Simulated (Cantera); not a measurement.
Stirred combustor or abatement burner

A perfectly stirred reactor is fed with 2.02 % C₃H₈, 20.6 % O₂, 77.4 % N₂, at 0.799 atm; it is adiabatic with a 698 K inlet, and is followed from long to short residence time, starting on the burning branch (τ in s: 0.032, 0.014, 0.0061, 0.0027, 0.0012, 0.00051, 0.00022, 9.6e-05, 4.2e-05, 1.8e-05, 8e-06, 3.5e-06).

Cantera simulation using GRI-Mech 3.0 (53 species, 325 reactions); the numbers are that mechanism's predictions, not measurements. GRI-Mech 3.0 was tuned for natural gas; its chemistry of propane as a main component is partial and can be far from experiment.

```json
[
 {"τ (s)": "0.032", "T (K)": "1795", "x C₃H₈": "1.65e-6", "x O₂": "0.102", "x H₂": "0.000206", "x HCO": "4.93e-8", "x OH": "0.00193", "x CH₃": "1.61e-6"},
 {"τ (s)": "0.014", "T (K)": "1784", "x C₃H₈": "2.85e-6", "x O₂": "0.103", "x H₂": "0.000334", "x HCO": "1.20e-7", "x OH": "0.00241", "x CH₃": "2.57e-6"},
 {"τ (s)": "0.0061", "T (K)": "1768", "x C₃H₈": "4.89e-6", "x O₂": "0.103", "x H₂": "0.000532", "x HCO": "2.90e-7", "x OH": "0.00294", "x CH₃": "4.14e-6"},
 {"τ (s)": "0.0027", "T (K)": "1743", "x C₃H₈": "8.44e-6", "x O₂": "0.103", "x H₂": "0.000811", "x HCO": "6.84e-7", "x OH": "0.00346", "x CH₃": "6.76e-6"},
 {"τ (s)": "0.0012", "T (K)": "1709", "x C₃H₈": "1.52e-5", "x O₂": "0.104", "x H₂": "0.00118", "x HCO": "1.58e-6", "x OH": "0.00387", "x CH₃": "1.16e-5"},
 {"τ (s)": "0.00051", "T (K)": "1657", "x C₃H₈": "3.17e-5", "x O₂": "0.106", "x H₂": "0.00167", "x HCO": "3.78e-6", "x OH": "0.00403", "x CH₃": "2.26e-5"},
 {"τ (s)": "0.00022", "T (K)": "1580", "x C₃H₈": "8.44e-5", "x O₂": "0.111", "x H₂": "0.00236", "x HCO": "8.87e-6", "x OH": "0.00363", "x CH₃": "5.44e-5"},
 {"τ (s)": "9.6e-5", "T (K)": "698", "x C₃H₈": "0.0202", "x O₂": "0.206", "x H₂": "<1e-12", "x HCO": "<1e-12", "x OH": "<1e-12", "x CH₃": "<1e-12"},
 {"τ (s)": "4.2e-5", "T (K)": "698", "x C₃H₈": "0.0202", "x O₂": "0.206", "x H₂": "<1e-12", "x HCO": "<1e-12", "x OH": "<1e-12", "x CH₃": "<1e-12"},
 {"τ (s)": "1.8e-5", "T (K)": "698", "x C₃H₈": "0.0202", "x O₂": "0.206", "x H₂": "<1e-12", "x HCO": "<1e-12", "x OH": "<1e-12", "x CH₃": "<1e-12"},
 {"τ (s)": "8.0e-6", "T (K)": "698", "x C₃H₈": "0.0202", "x O₂": "0.206", "x H₂": "<1e-12", "x HCO": "<1e-12", "x OH": "<1e-12", "x CH₃": "<1e-12"},
 {"τ (s)": "3.5e-6", "T (K)": "698", "x C₃H₈": "0.0202", "x O₂": "0.206", "x H₂": "<1e-12", "x HCO": "<1e-12", "x OH": "<1e-12", "x CH₃": "<1e-12"}
]
```
x: mole fraction; the columns are a selection and need not sum to one.
